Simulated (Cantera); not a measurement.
A closed system holds: 1 mol SiCl4, 1.7 mol Cl2, 18 mol H2, held at 725 °C and 24.0 bar.

Cantera equilibrium calculation (NASA polynomials, part measured and part estimated; ideal gas, pure solids and liquids). Candidate condensed phases: Si; 19 gas species. Equilibrium is a limit: real reactors are often held back by kinetics, nucleation or transport.

Base state: H2 0.786, HCl 0.166, SiCl4 0.0468, SiHCl3 0.00154 (mole fractions); condensed: gas only.

Task: What changes in the equilibrium state with this change: temperature from 725 °C to 375 °C?

Result: 
| species | before | after |
|---|---|---|
| H2 | 0.786 | 0.787 |
| HCl | 0.166 | 0.164 |
| SiCl4 | 0.0468 | 0.0483 |
| SiHCl3 | 0.00154 | 1.81e-5 |
